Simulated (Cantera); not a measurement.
A freely propagating, adiabatic, planar premixed flame of 37.1 % H2, 13.2 % O2, 49.7 % N2, equivalence ratio 1.4, unburnt at 573 K and 13300 Pa; mixture-averaged transport, grid criteria slope 0.08 and curve 0.16, no radiation.

Model: the H2/O2 subset of GRI-Mech 3.0, which has no nitrogen chemistry, integrated in Cantera. Burning velocities carry a grid error of a few per cent, more on coarse grids.

x: mole fraction of selected species; z is measured from the peak of heat release.

```csv
z (mm),T (K),u (m/s),x H2,x O2,x HO2,x H2O2,x H2O,x O
-18.4,573,6.20,0.371,0.132,<1e-8,<1e-8,<1e-8,<1e-8
-12.3,573,6.20,0.371,0.132,<1e-8,<1e-8,<1e-8,<1e-8
-9.20,573,6.20,0.371,0.132,<1e-8,<1e-8,<1e-8,<1e-8
-6.14,573,6.20,0.371,0.132,3.75e-7,<1e-8,1.88e-8,<1e-8
-3.07,581,6.28,0.369,0.132,5.15e-5,5.17e-7,0.000511,7.79e-6
-1.53,710,7.59,0.346,0.128,3.36e-5,7.26e-7,0.0117,0.000236
0,1112,11.5,0.194,0.0762,1.26e-5,4.76e-7,0.120,0.00682
1.53,1376,14.1,0.0924,0.0176,2.76e-6,5.15e-7,0.228,0.00974
3.07,1480,15.1,0.0892,[?],[?],[?],0.239,0.00944
6.14,1606,16.2,0.0950,0.0105,1.27e-6,3.13e-7,0.244,0.00891
12.3,1750,17.5,0.101,[?],[?],[?],0.250,[?]
24.5,1902,18.8,0.106,0.00660,6.35e-7,9.29e-8,0.258,0.00621
49.1,2053,20.0,0.110,0.00460,4.38e-7,4.94e-8,0.267,0.00441
```

Problem. Fill in the missing entries.

Solution. 
- 3.07, x O2: 0.0122
- 3.07, x HO2: 1.71e-6
- 3.07, x H2O2: 4.46e-7
- 12.3, x O2: 0.00862
- 12.3, x HO2: 9.13e-7
- 12.3, x H2O2: 1.78e-7
- 12.3, x O: 0.00781
